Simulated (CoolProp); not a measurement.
Saturation properties of R134a (Tc = 101.1 °C, pc = 4.059 MPa, ω = 0.327).

Computed with CoolProp (reference Helmholtz-energy equation of state, Tillner-Roth 1994).

| T (°C) | p (MPa) | liquid cp (kJ/(kg K)) | surface tension (mN/m) | liquid viscosity (µPa s) | vapour viscosity (µPa s) |
|---|---|---|---|---|---|
| 4.25 | 0.3406 | 1.353 | 10.8 | 252 | 10.9 |
| 10.95 | 0.4279 | 1.373 | 9.91 | 232 | 11.1 |
| 17.75 | (withheld) | 1.397 | (withheld) | 213 | 11.4 |
| 24.45 | 0.6545 | 1.422 | 8.10 | 196 | 11.7 |
| 31.15 | 0.7960 | 1.452 | 7.23 | 181 | 12.0 |
| 37.95 | 0.9618 | 1.487 | 6.37 | 166 | 12.3 |
| 44.65 | 1.149 | 1.527 | 5.54 | 152 | 12.6 |
| 51.35 | 1.363 | 1.577 | 4.74 | 139 | 13.0 |
| 58.15 | 1.609 | 1.640 | 3.95 | 127 | 13.5 |
| 64.85 | 1.883 | 1.721 | 3.20 | 115 | (withheld) |
| 71.55 | 2.191 | 1.834 | (withheld) | 104 | 14.6 |

Task: What belongs in the gaps?

Result: 
- 17.75, p (MPa): 0.5330
- 17.75, surface tension (mN/m): 8.99
- 64.85, vapour viscosity (µPa s): 14.0
- 71.55, surface tension (mN/m): 2.48

It boils at -26.1 °C under 1 atm.

Viscosity comes from a separate model (Huber 2003), an estimate that may be off by 10 % or more. Surface tension comes from a separate correlation (Mulero 2012).
